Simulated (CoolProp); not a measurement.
Vapour-liquid equilibrium of toluene (1) + p-xylene (2) at 358.8 K; x and y are mole fractions of (1).

Model: multi-fluid Helmholtz-energy mixture model, Lemmon 2006 and Zhou 2012; pair parameters Bell 2016, in CoolProp.

Q: Give the bubble pressure and the first vapour's composition at x = 0.2, 0.5, 0.95. Is there an azeotrope?

A: x = 0.2: 0.2498 bar, y = 0.378; x = 0.5: 0.3343 bar, y = 0.707; x = 0.95: 0.4572 bar, y = 0.978. No azeotrope shows between x = 0.05 and 0.95.

Pair parameters are fitted to limited data, so mixtures are less certain than the pure fluids.
